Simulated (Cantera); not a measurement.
Charge: 1 mol TiCl₄, a varied amount of C₃H₈, 1.1 mol H₂, at 1550 K and 71.0 mbar.

Points: n(C3H8) (mol) = 0.24, 0.32, 0.42, 0.55, 0.73, 0.96, 1.3, 1.7.

Cantera's Mixture.equilibrate('TP', solver="vcs", rtol=1e-11, max_steps=5000) on the NASA tables stopped like this:

```
ERROR: FAILURE its = 5001!

*******************************************************************************
CanteraError thrown by MultiPhase::equilibrate:
VCS solver failed. Return code: -1
*******************************************************************************
```

Question: What got this run through?

Answer: One answer among several that fit: The failure is numerical, not chemical. The same input converged with solver="gibbs", rtol=1e-10, max_steps=50000, and the result passed a check of the equilibrium conditions:
```
log10 of partial pressures in bar; condensed amounts in mol
   n(C3H8)        H2       HCL     TiCL3     TiCL4     C(gr)    TiC(s)
      0.24    -1.704    -1.395    -2.177    -2.367    0.2869     0.433
      0.32    -1.659    -1.398    -2.252    -2.467    0.4723    0.4876
      0.42    -1.612    -1.404    -2.342    -2.586    0.7114    0.5485
      0.55    -1.564    -1.417    -2.452    -2.734     1.033    0.6168
      0.73    -1.511    -1.439    -2.596    -2.926     1.496     0.694
      0.96    -1.460    -1.470    -2.768    -3.155     2.111    0.7688
       1.3    -1.404    -1.520    -2.999    -3.463     3.056    0.8437
       1.7    -1.359    -1.577    -3.240    -3.784     4.202    0.8969
```

The gas is ideal and each condensed phase is pure. The tables' values for TiCl2 are old estimates; treat these amounts as uncertain. TiC: taken at fixed stoichiometry.
